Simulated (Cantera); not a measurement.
Charge: 1 mol Fe3O4, 7.2 mol CO, 0.1 mol H2, held at 2350 K and 1.60 bar.

These are equilibrium values from Cantera (NASA tables, ideal gas, pure condensed phases), not measurements of a reactor. Candidate condensed phases: C, C6H6, C7H8, C8H18, Fe, Fe(CO)5, FeO, Fe(OH)2, Fe(OH)3, Fe2O3, Fe3O4, H2O; 114 gas species. The tables' stoichiometric FeO is somewhat more stable than real wüstite, so its field is too wide. FeO: taken at fixed stoichiometry. Equilibrium is a limit: real reactors are often held back by kinetics, nucleation or transport.

Base state: CO 0.849, CO2 0.133, H2 0.00691, H2O 0.00625, Fe 0.00336, H 0.000820, OH 0.000128, FeO 0.000123 (mole fractions); condensed: FeO(l).

What changes in the equilibrium state with this change: temperature from 2350 K to 1325 K?


```json
[
 {"species": "CO", "before": "0.849", "after": "0.834"},
 {"species": "CO2", "before": "0.133", "after": "0.152"},
 {"species": "H2", "before": "0.00691", "after": "0.0102"},
 {"species": "Fe", "before": "0.00336", "after": "1.37e-9"},
 {"species": "OH", "before": "0.000128", "after": "<1e-9"},
 {"species": "FeO", "before": "0.000123", "after": "<1e-9"},
 {"species": "O", "before": "1.03e-5", "after": "<1e-9"},
 {"species": "H", "before": "0.000820", "after": "1.31e-7"},
 {"species": "FeO(l), mol", "before": "2.97", "after": "0"},
 {"species": "Fe(γ), mol", "before": "0", "after": "0.136"},
 {"species": "FeO(s), mol", "before": "0", "after": "2.86"}
]
```
Mutual solubility and eutectic melting of coexisting phases are not modelled.

What changes in the equilibrium state with this change: temperature from 2350 K to 1200 K?


```
species        before    after
-----------  --------  -------
CO              0.849    0.821
CO2             0.133    0.166
H2            0.00691   0.0107
Fe            0.00336    <1e-9
OH           0.000128    <1e-9
FeO          0.000123    <1e-9
H            0.000820  1.62e-8
O             1.03e-5    <1e-9
FeO(l), mol      2.97        0
Fe(γ), mol          0    0.231
FeO(s), mol         0     2.77
```
Mutual solubility and eutectic melting of coexisting phases are not modelled.
